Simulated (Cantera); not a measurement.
Feed: 1 mol SiCl4, 26 mol H2, 0.38 mol HCl.

These are equilibrium values from Cantera (NASA tables, ideal gas, pure condensed phases), not measurements of a reactor. Candidate condensed phases: Si; 19 gas species. The tables' values for SiCl3 are old estimates. Kinetics and transport are ignored.

Stable condensed phases, one row left out:

```
T in K \ P in Pa
            100    300    880   2600   7700  23000  68000 200000
   1750       A      A      A      A      A      A      A      A
   1675       A      A      A      A      A      A      A      A
   1600       A      A      A      A      A      A      A      A
   1525       A      A      A      A      A      A      A      A
   1450       A      A      A      A      A      A      A      A
   1375       A      A      A      A      A      A      A      A
   1225       A      A      A      A      A      A      B      B
   1150       A      A      A      A      A      B      B      B
   1075       A      A      A      A      B      B      B      B
   1000       A      A      A      B      B      B      B      B
    925       A      B      B      B      B      B      B      B
```

A: Si; B: gas only.

Problem. Give the row for 1300 K.

Solution. 100: Si; 300: Si; 880: Si; 2600: Si; 7700: Si; 23000: Si; 68000: Si; 200000: gas only.
